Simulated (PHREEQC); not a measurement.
A solution holds 0.00033 mol H2S and 0.0027 mol FeCl2 per kg of water, at 25 °C. It is in equilibrium with CO2 at log p = -3.4 (atm). Otherwise closed; pH follows from the charge balance.

All values are PHREEQC results (ion-association model, wateq4f.dat), not measurements.

No solid was allowed to form.

Question: What pH does the model give?

Answer: pH 4.78.

Question: In which forms is C present?

Answer: CO2 97 %, HCO3- 2.8 %, FeHCO3+ 0.5 % of the C.

Saturation is exceeded, for instance for Mackinawite, FeS(ppt); the values hold only as long as no solid forms. The polysulfide entries of wateq4f.dat were taken out for this run.
